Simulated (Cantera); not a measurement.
Charge: 1 mol MgO, 0.68 mol CH4, 0.085 mol CO, at 1552 °C.

These are equilibrium values from Cantera (NASA tables, ideal gas, pure condensed phases), not measurements of a reactor. Candidate condensed phases: C, C6H6, C7H8, C8H18, H2O, Mg, MgCO3, MgO, Mg(OH)2; 116 gas species. Rates play no part.

Question: Which condensed phases are stable at each of these points (P (Pa)): 10, 36, 130, 460, 1700, 6000, 22000, 77000, 280000, 1000000?

Answer: 
```
P (Pa)       condensed phases  Mg condensed (%)
-------  --------------------  ----------------
10                     MgO(s)              26.4
36                     MgO(s)              30.3
130                    MgO(s)              31.5
460                    MgO(s)              31.9
1700                   MgO(s)              32.0
6000                   MgO(s)              32.0
22000                  MgO(s)              32.0
77000    C(graphite) + MgO(s)              90.3
280000   C(graphite) + MgO(s)              98.9
1000000  C(graphite) + MgO(s)              99.9
```

From 0.000100 bar to 0.220 bar the condensed part is MgO(s). From 0.770 bar to 10.0 bar the condensed part is C(graphite) + MgO(s).
